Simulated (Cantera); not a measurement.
Input (Python, Cantera) and output of one run.

```python
import numpy as np
import cantera as ct

gas_names = """
    C CO CO2 C2 C2O C3 C3O2 C4 C5 Fe FeC5O5 FeO O O2 O3
""".split()
cond_names = """
    C(gr) Fe(a) Fe(c) Fe(d) Fe(L) FeC5O5(L) FeO(s) FeO(L) Fe2O3(s) Fe3O4(s)
""".split()


# ... load() reads the species with a 1 bar reference pressure and builds the phases ...
atoms = {
    'Fe3O4': {'Fe': 3, 'O': 4},
    'C': {'C': 1},
    'CO': {'C': 1, 'O': 1},
}
top_T = {'C(gr)': 4500, 'Fe2O3(s)': 1830, 'Fe3O4(s)': 1870}  # K; cautious upper limits of use, not melting points


# ... equilibrate(T, P, feed) seeds the gas with the atoms and calls Mixture.equilibrate('TP', solver="gibbs", rtol=1e-10, max_steps=50000) ...
results = []
P = 200  # Pa
for T in [1900, 1925, 1950, 1975, 2000, 2025, 2050, 2075, 2100, 2125, 2150, 2175, 2200, 2225]:
    for m in [0.35, 0.49, 0.69, 0.97, 1.4, 1.9, 2.7]:
        feed = {'Fe3O4': 1, 'C': m, 'CO': 2.4}  # mol
        mix = equilibrate(T, P, feed)
        results.append((T, P, feed, dict(zip(mix.species_names, mix.species_moles))))

for T, P, feed, n in results:
    print(f"{T:7g} {feed['C']:10.4g}  " + (" + ".join(c for c in cond_names if n.get(c, 0) > 1e-12) or "gas only"))
```

Result:

```
   1900       0.35  FeO(L)
   1900       0.49  FeO(L)
   1900       0.69  FeO(L)
   1900       0.97  Fe(L) + FeO(L)
   1900        1.4  Fe(L) + FeO(L)
   1900        1.9  Fe(L) + FeO(L)
   1900        2.7  Fe(L) + FeO(L)
   1925       0.35  FeO(L)
   1925       0.49  FeO(L)
   1925       0.69  FeO(L)
   1925       0.97  Fe(L) + FeO(L)
   1925        1.4  Fe(L) + FeO(L)
   1925        1.9  Fe(L) + FeO(L)
   1925        2.7  Fe(L) + FeO(L)
   1950       0.35  FeO(L)
   1950       0.49  FeO(L)
   1950       0.69  FeO(L)
   1950       0.97  FeO(L)
   1950        1.4  Fe(L) + FeO(L)
   1950        1.9  Fe(L) + FeO(L)
   1950        2.7  Fe(L) + FeO(L)
   1975       0.35  FeO(L)
   1975       0.49  FeO(L)
   1975       0.69  FeO(L)
   1975       0.97  FeO(L)
   1975        1.4  Fe(L) + FeO(L)
   1975        1.9  Fe(L) + FeO(L)
   1975        2.7  Fe(L) + FeO(L)
   2000       0.35  FeO(L)
   2000       0.49  FeO(L)
   2000       0.69  FeO(L)
   2000       0.97  FeO(L)
   2000        1.4  FeO(L)
   2000        1.9  Fe(L) + FeO(L)
   2000        2.7  Fe(L) + FeO(L)
   2025       0.35  FeO(L)
   2025       0.49  FeO(L)
   2025       0.69  FeO(L)
   2025       0.97  FeO(L)
   2025        1.4  FeO(L)
   2025        1.9  FeO(L)
   2025        2.7  Fe(L) + FeO(L)
   2050       0.35  FeO(L)
   2050       0.49  FeO(L)
   2050       0.69  FeO(L)
   2050       0.97  FeO(L)
   2050        1.4  FeO(L)
   2050        1.9  FeO(L)
   2050        2.7  FeO(L)
   2075       0.35  FeO(L)
   2075       0.49  FeO(L)
   2075       0.69  FeO(L)
   2075       0.97  FeO(L)
   2075        1.4  FeO(L)
   2075        1.9  FeO(L)
   2075        2.7  FeO(L)
   2100       0.35  FeO(L)
   2100       0.49  FeO(L)
   2100       0.69  FeO(L)
   2100       0.97  FeO(L)
   2100        1.4  FeO(L)
   2100        1.9  FeO(L)
   2100        2.7  FeO(L)
   2125       0.35  FeO(L)
   2125       0.49  FeO(L)
   2125       0.69  FeO(L)
   2125       0.97  FeO(L)
   2125        1.4  FeO(L)
   2125        1.9  FeO(L)
   2125        2.7  FeO(L)
   2150       0.35  FeO(L)
   2150       0.49  FeO(L)
   2150       0.69  FeO(L)
   2150       0.97  FeO(L)
   2150        1.4  FeO(L)
   2150        1.9  FeO(L)
   2150        2.7  FeO(L)
   2175       0.35  FeO(L)
   2175       0.49  FeO(L)
   2175       0.69  FeO(L)
   2175       0.97  FeO(L)
   2175        1.4  FeO(L)
   2175        1.9  FeO(L)
   2175        2.7  FeO(L)
   2200       0.35  FeO(L)
   2200       0.49  FeO(L)
   2200       0.69  FeO(L)
   2200       0.97  FeO(L)
   2200        1.4  FeO(L)
   2200        1.9  FeO(L)
   2200        2.7  gas only
   2225       0.35  FeO(L)
   2225       0.49  FeO(L)
   2225       0.69  FeO(L)
   2225       0.97  FeO(L)
   2225        1.4  FeO(L)
   2225        1.9  FeO(L)
   2225        2.7  gas only
```

These are equilibrium values from Cantera (NASA tables, ideal gas, pure condensed phases), not measurements of a reactor. Each liquid is taken as pure. Mutual solubility and eutectic melting of coexisting phases are not modelled. The tables' stoichiometric FeO is somewhat more stable than real wüstite, so its field is too wide. FeO: taken at fixed stoichiometry.
